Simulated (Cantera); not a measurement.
A closed system holds: 1 mol AlCl3, 0.72 mol HCl, 130 mol N2, held at 1302 °C and 1.33 mbar.

Cantera equilibrium calculation (NASA polynomials, part measured and part estimated; ideal gas, pure solids and liquids). Candidate condensed phases: Al, AlCl3, AlN, NH4Cl; 20 gas species. The tables' values for AlCl2 are old estimates; treat these amounts as uncertain. Kinetics and transport are ignored.

Base state: N2 0.986, AlCl3 0.00666, HCl 0.00543, Cl 0.00128, AlCl2 0.000601, AlCl 0.000323, H2 1.47e-5 (mole fractions); condensed: gas only.

Task: What changes in the equilibrium state with this change: temperature from 1302 °C to 652 °C?

Result: 
| species | before | after |
|---|---|---|
| N2 | 0.986 | 0.987 |
| AlCl3 | 0.00666 | 0.00759 |
| HCl | 0.00543 | 0.00547 |
| Cl | 0.00128 | 1.40e-7 |
| AlCl2 | 0.000601 | <1e-9 |
| AlCl | 0.000323 | <1e-9 |
| H2 | 1.47e-5 | 7.17e-8 |
